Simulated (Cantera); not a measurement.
Feed: 1 mol Si, 3.6 mol NH3, 8.5 mol N2, held at 0.0760 bar.

Method: chemical equilibrium by Gibbs-energy minimisation in Cantera with the NASA 1993 tables (ideal gas, pure condensed phases). Candidate condensed phases: Si, Si3N4; 18 gas species. The tables' values for SiN are old estimates; treat these amounts as uncertain. Gases not in the tables: Si2H6 and higher silanes. Rates play no part.

x: gas mole fraction; n: condensed amount in mol.

```json
[
 {"T (°C)": "500", "x N2": "0.641", "x H2": "0.359", "x H": "1.97e-12", "x Si": "<1e-12", "x NH3": "5.19e-5", "x SiH": "<1e-12", "n Si3N4(s)": "0.333", "n Si(l)": "0"},
 {"T (°C)": "700", "x N2": "0.641", "x H2": "0.359", "x H": "2.35e-9", "x Si": "<1e-12", "x NH3": "9.16e-6", "x SiH": "<1e-12", "n Si3N4(s)": "0.333", "n Si(l)": "0"},
 {"T (°C)": "900", "x N2": "0.641", "x H2": "0.359", "x H": "?", "x Si": "<1e-12", "x NH3": "?", "x SiH": "<1e-12", "n Si3N4(s)": "0.333", "n Si(l)": "0"},
 {"T (°C)": "1100", "x N2": "0.641", "x H2": "0.359", "x H": "?", "x Si": "?", "x NH3": "?", "x SiH": "?", "n Si3N4(s)": "0.333", "n Si(l)": "0"},
 {"T (°C)": "1300", "x N2": "0.641", "x H2": "0.359", "x H": "8.84e-5", "x Si": "1.77e-8", "x NH3": "6.57e-7", "x SiH": "7.04e-9", "n Si3N4(s)": "0.333", "n Si(l)": "0"},
 {"T (°C)": "1500", "x N2": "0.641", "x H2": "0.359", "x H": "0.000618", "x Si": "6.65e-6", "x NH3": "4.04e-7", "x SiH": "1.36e-6", "n Si3N4(s)": "0.333", "n Si(l)": "0"},
 {"T (°C)": "1700", "x N2": "0.655", "x H2": "0.342", "x H": "0.00286", "x Si": "0.000415", "x NH3": "2.58e-7", "x SiH": "4.84e-5", "n Si3N4(s)": "0", "n Si(l)": "0.991"}
]
```

Task: Fill in the missing entries.

Result: 
- 900, x H: 2.56e-7
- 900, x NH3: 2.85e-6
- 1100, x H: 7.24e-6
- 1100, x Si: 8.09e-12
- 1100, x NH3: 1.23e-6
- 1100, x SiH: 7.60e-12
